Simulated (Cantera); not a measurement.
A perfectly stirred reactor is fed with CH4 : H2 : O2 : N2 = 1 : 0.21 : 2.63 : 9.89 (molar parts), at 0.326 atm; it is adiabatic with a 375 K inlet, and is followed from long to short residence time, starting on the burning branch (τ in s: 0.063, 0.028, 0.012, 0.0054, 0.0024, 0.0011, 0.00046, 0.0002, 9e-05, 4e-05, 1.7e-05, 7.7e-06, 3.4e-06).

Computed with Cantera and GRI-Mech 3.0 (53 species, 325 reactions).

One state of this run: T (K) = 1657; x CH4 = 0.000571; x H2 = 0.0109; x O2 = 0.0535; x CH3 = 8.97e-5; x HO2 = 1.22e-5. x: mole fraction; the columns are a selection and need not sum to one.

Which value of τ (s) does it belong to?
A) 7.7e-6
B) 0.00046
C) 0.0011
D) 9.0e-5

B, 0.00046
